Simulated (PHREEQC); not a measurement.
Consider water at 20 °C with 0.0012 mol/kgw (NH4)2SO4. Closed to the air; pH follows from the charge balance.

The numbers come from PHREEQC with the ion-association model, phreeqc.dat.

Each row changes one thing in this solution. No solid was allowed to form.

```tsv
case	pH	ionic strength (mol/kgw)	HSO4- (mol/kgw)
as made	6.05	0.00354	7.47e-8
temperature from 20 to 55 °C	5.58	0.00354	5.04e-7
(NH4)2SO4 replaced by MnSO4 at the same molality	…	0.00436	…
(NH4)2SO4 from 0.0012 to 0.0006 mol/kgw	6.19	0.00178	2.93e-8
(NH4)2SO4 from 0.0012 to 0.00012 mol/kgw	…	0.000359	3.06e-9
temperature from 20 to 65 °C	5.47	0.00354	8.46e-7
(NH4)2SO4 from 0.0012 to 0.00132 mol/kgw	6.04	0.00389	…
```

Task: Fill in the missing entries.

Result: 
- (NH4)2SO4 replaced by MnSO4 at the same molality, pH: 6.85
- (NH4)2SO4 replaced by MnSO4 at the same molality, HSO4- (mol/kgw): 1.08e-8
- (NH4)2SO4 from 0.0012 to 0.00012 mol/kgw, pH: 6.51
- (NH4)2SO4 from 0.0012 to 0.00132 mol/kgw, HSO4- (mol/kgw): 8.48e-8

Constants without temperature data keep their 25 °C values here.
